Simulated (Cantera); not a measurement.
An isothermal, constant-pressure homogeneous reactor starts with N2O : H2 : N2 = 1 : 0.0038 : 8 (molar parts), at 1550 K and 11000 Pa.

Model: GRI-Mech 3.0 (53 species, 325 reactions), integrated in Cantera. GRI-Mech 3.0 was tuned for natural gas; its chemistry of N2O as a main component is partial and can be far from experiment. The temperature is held fixed by assumption; the heat of reaction is taken as removed at once.

One state of this run: x N2O = 2.19e-7; x H2 = 2.18e-8; x H2O2 = 7.25e-12; x NO2 = 1.65e-5; x NO = 0.0247. x: mole fraction; the columns are a selection and need not sum to one.

Which value of t (s) does it belong to?
A. 0.0765
B. 0.245
C. 7.16e-5
D. 2.50

D, 2.50
